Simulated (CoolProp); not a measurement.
A single-stage vapour-compression cycle with 1,2-dichloroethane: evaporating at 318.15 K (dew point), condensing at 376.15 K (bubble point), superheat 8 K, subcooling 0 K, compressor efficiency 0.75, no pressure losses. Each further row changes one setting.

Model: reference Helmholtz-energy equation of state, Thol 2015, in CoolProp.

| case | cooling COP | pressure ratio | discharge temperature (K) | refrigerating effect (kJ/kg) | volumetric capacity (kJ/m³) |
|---|---|---|---|---|---|
| as stated | 3.54 | 7.07 | 415.3 | 273 | 256 |
| evaporating temperature 323.15 K | 3.99 | 5.78 | … | … | … |
| condensing temperature 371.15 K | … | 6.14 | … | 280 | 263 |
| subcooling 5 K | 3.63 | 7.07 | 415.3 | 280 | 263 |
| superheat 18 K | 3.54 | 7.07 | 426.7 | 282 | 256 |
| compressor efficiency 0.65 | … | 7.07 | 427.6 | 273 | 256 |

Fill in the missing entries.


- evaporating temperature 323.15 K, discharge temperature (K): 411.6
- evaporating temperature 323.15 K, refrigerating effect (kJ/kg): 277
- evaporating temperature 323.15 K, volumetric capacity (kJ/m³): 314
- condensing temperature 371.15 K, cooling COP: 3.93
- condensing temperature 371.15 K, discharge temperature (K): 408.6
- compressor efficiency 0.65, cooling COP: 3.07
